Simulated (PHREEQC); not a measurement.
Solution (50 °C): 3.7 mmol/kgw Cu(NO3)2, 0.37 mmol/kgw HNO3 and 45 mmol/kgw NaCl. Closed to the air; pH follows from the charge balance.

The numbers come from PHREEQC with the ion-association model, phreeqc.dat.

```csv
quantity,before,after
pH,3.50,3.51
Cu+2 (mol/kgw),0.00316,0.00231
CuCl+ (mol/kgw),0.000530,0.00135
CuCl2 (mol/kgw),1.03e-5,3.34e-5
CuOH+ (mol/kgw),5.72e-8,4.09e-8
Cu2(OH)2+2 (mol/kgw),2.15e-8,1.63e-7
SI of Halite (NaCl),-4.48,-4.52
```

Task: Name the change that produced these shifts.
A. temperature from 50 to 85 °C
B. temperature from 50 to 60 °C
C. HNO3 from 0.00037 to 0.00074 mol/kgw
D. NaCl from 0.045 to 0.0045 mol/kgw
E. Cu(NO3)2 from 0.0037 to 0.0185 mol/kgw

Result: A, temperature from 50 to 85 °C

Precipitation was switched off in this run. Constants without temperature data keep their 25 °C values here.
